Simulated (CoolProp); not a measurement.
Vapour-liquid equilibrium of carbon dioxide (1) + R124 (2) at 274.7 K; x and y are mole fractions of (1).

Model: multi-fluid Helmholtz-energy mixture model, Span 1996 and de Vries 1995; pair parameters Bell 2016, in CoolProp.

| x | bubble pressure, mixture model (kPa) | bubble pressure, Raoult's law (kPa) | y, mixture model | y, Raoult's law |
|---|---|---|---|---|
| 0.05 | 321.6 | 345.7 | 0.466 | 0.525 |
| 0.125 | 535.8 | 605.0 | 0.687 | 0.750 |
| 0.2 | 743.5 | 864.3 | 0.781 | 0.840 |
| 0.275 | 950.3 | 1124 | 0.835 | 0.889 |
| 0.35 | 1161 | 1383 | 0.870 | 0.919 |
| 0.425 | 1378 | 1642 | 0.897 | 0.940 |
| 0.5 | 1607 | 1902 | 0.918 | 0.955 |
| 0.575 | 1850 | 2161 | 0.935 | 0.966 |
| 0.65 | 2111 | 2420 | 0.949 | 0.975 |
| 0.725 | 2392 | 2679 | 0.962 | 0.982 |
| 0.8 | 2695 | 2939 | 0.973 | 0.988 |
| 0.875 | 3022 | 3198 | 0.984 | 0.993 |
| 0.95 | 3377 | 3457 | 0.993 | 0.998 |

The largest gap from Raoult's law is -16.1 % in bubble pressure, at x = 0.35. No azeotrope shows between x = 0.05 and 0.95.

The pair parameters rest on a limited set of measurements; away from them the model extrapolates.
